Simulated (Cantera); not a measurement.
**Thermodynamics of roasting and sulfation, feed FeS2 + SO3 + N2 + SO2**

Input: 1 mol FeS2, 0.57 mol SO3, 11 mol N2, 1.5 mol SO2, equilibrated at 35.0 mbar.

Method: chemical equilibrium by Gibbs-energy minimisation in Cantera with the NASA 1993 tables (ideal gas, pure condensed phases). Candidate condensed phases: Fe, FeO, FeS, FeSO4, FeS2, Fe2O3, Fe2(SO4)3, Fe3O4, S; 19 gas species. Metal and sulfide melt together well below either melting point, which pure phases cannot show. Mutual solubility and eutectic melting of coexisting phases are not modelled. The tables' stoichiometric FeO is somewhat more stable than real wüstite, so its field is too wide. FeO, FeS: taken at fixed stoichiometry. Gases not in the tables: S3 to S7. Rates play no part.

```json
[
 {"T (K)": "848", "x N2": "0.802", "x SO2": "0.171", "x S2": "0.0255", "x SO": "1.83e-6", "x S": "5.64e-11", "x S2O": "0.000725", "n FeS(s)": "1.00", "n FeO(s)": "0", "n FeO(l)": "0"},
 {"T (K)": "948", "x N2": "0.802", "x SO2": "0.171", "x S2": "0.0256", "x SO": "1.13e-5", "x S": "1.42e-9", "x S2O": "0.000684", "n FeS(s)": "1.00", "n FeO(s)": "0", "n FeO(l)": "0"},
 {"T (K)": "1048", "x N2": "0.802", "x SO2": "0.171", "x S2": "0.0256", "x SO": "4.93e-5", "x S": "1.94e-8", "x S2O": "0.000653", "n FeS(s)": "1.00", "n FeO(s)": "0", "n FeO(l)": "0"},
 {"T (K)": "1148", "x N2": "0.802", "x SO2": "0.171", "x S2": "0.0256", "x SO": "0.000166", "x S": "1.69e-7", "x S2O": "0.000628", "n FeS(s)": "1.00", "n FeO(s)": "0", "n FeO(l)": "0"},
 {"T (K)": "1248", "x N2": "0.801", "x SO2": "0.168", "x S2": "0.0301", "x SO": "0.000475", "x S": "1.13e-6", "x S2O": "0.000680", "n FeS(s)": "0.914", "n FeO(s)": "0.0856", "n FeO(l)": "0"},
 {"T (K)": "1348", "x N2": "0.795", "x SO2": "0.150", "x S2": "0.0531", "x SO": "0.00123", "x S": "7.05e-6", "x S2O": "0.000959", "n FeS(s)": "0.478", "n FeO(s)": "0.522", "n FeO(l)": "0"},
 {"T (K)": "1448", "x N2": "0.788", "x SO2": "0.131", "x S2": "0.0777", "x SO": "0.00268", "x S": "3.25e-5", "x S2O": "0.00116", "n FeS(s)": "0", "n FeO(s)": "1.000", "n FeO(l)": "0"},
 {"T (K)": "1548", "x N2": "0.787", "x SO2": "0.130", "x S2": "0.0771", "x SO": "0.00510", "x S": "0.000104", "x S2O": "0.00113", "n FeS(s)": "0", "n FeO(s)": "1.000", "n FeO(l)": "0"},
 {"T (K)": "1648", "x N2": "0.786", "x SO2": "0.128", "x S2": "0.0760", "x SO": "0.00892", "x S": "0.000286", "x S2O": "0.00109", "n FeS(s)": "0", "n FeO(s)": "1.000", "n FeO(l)": "0"},
 {"T (K)": "1748", "x N2": "0.785", "x SO2": "0.125", "x S2": "0.0742", "x SO": "0.0145", "x S": "0.000702", "x S2O": "0.00104", "n FeS(s)": "0", "n FeO(s)": "0", "n FeO(l)": "0.999"},
 {"T (K)": "1848", "x N2": "0.783", "x SO2": "0.121", "x S2": "0.0716", "x SO": "0.0222", "x S": "0.00155", "x S2O": "0.000978", "n FeS(s)": "0", "n FeO(s)": "0", "n FeO(l)": "0.995"}
]
```
x: gas mole fraction; n: condensed amount in mol.

From 848 K to 1148 K the condensed part is FeS(s). From 1248 K to 1348 K the condensed part is FeO(s) + FeS(s). From 1448 K to 1648 K the condensed part is FeO(s). From 1748 K to 1848 K the condensed part is FeO(l).
